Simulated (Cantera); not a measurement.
# Thermodynamics of silicon oxide and oxynitride deposition, feed TEOS + O₃ + N₂

A closed system holds: 1 mol TEOS, 2.7 mol O₃, 6.7 mol N₂, equilibrated at 46.0 mbar.

These are equilibrium values from Cantera (NASA tables, ideal gas, pure condensed phases), not measurements of a reactor. Candidate condensed phases: C, C₆H₆, C₇H₈, C₈H₁₈, H₂O, Si, SiC, SiO₂, Si₂N₂O, Si₃N₄; 151 gas species. The feed counts by its element totals alone. Kinetics and transport are ignored.

At 527 °C the condensed part is C(graphite) + SiO₂(α-quartz). At 577 °C the condensed part is C(graphite) + SiO₂(β-quartz). From 627 °C to 827 °C the condensed part is SiO₂(β-quartz).

```
T (°C)   x H₂   x N₂   x CO   x CO₂   x H₂O  n C(graphite)  n SiO₂(α-quartz)  n SiO₂(β-quartz)
------  -----  -----  -----  ------  ------  -------------  ----------------  ----------------
527     0.363  0.296  0.158   0.113  0.0617           1.68              1.00                 0
577     0.371  0.275  0.255  0.0643  0.0307          0.121                 0              1.00
627     0.372  0.272  0.270  0.0537  0.0321              0                 0              1.00
677     0.368  0.271  0.275  0.0487  0.0364              0                 0              1.00
727     0.364  0.271  0.279  0.0446  0.0405              0                 0              1.00
777     0.361  0.271  0.283  0.0408  0.0442              0                 0              1.00
827     0.357  0.271  0.286  0.0375  0.0475              0                 0              1.00
```
x: gas mole fraction; n: condensed amount in mol.
